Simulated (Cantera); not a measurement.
An adiabatic, constant-volume homogeneous reactor starts with C3H8 : O2 : N2 = 1 : 4.55 : 17.1 (molar parts), at 1125 K and 5.00 bar.

Cantera simulation using GRI-Mech 3.0 (53 species, 325 reactions); the numbers are that mechanism's predictions, not measurements. GRI-Mech 3.0 was tuned for natural gas; its chemistry of propane as a main component is partial and can be far from experiment.

One state of this run: T (K) = 2991; P (bar) = 14.5; x C3H8 = <1e-12; x O2 = 0.00953; x HO2 = 9.32e-6; x H2O = 0.136; x H2O2 = 8.64e-7; x NO = 0.00942. x: mole fraction; the columns are a selection and need not sum to one.

Question: Which value of t (s) does it belong to?
A) 2.00e-6
B) 0.00200
C) 5.37e-6
D) 0.0386

Answer: D, 0.0386
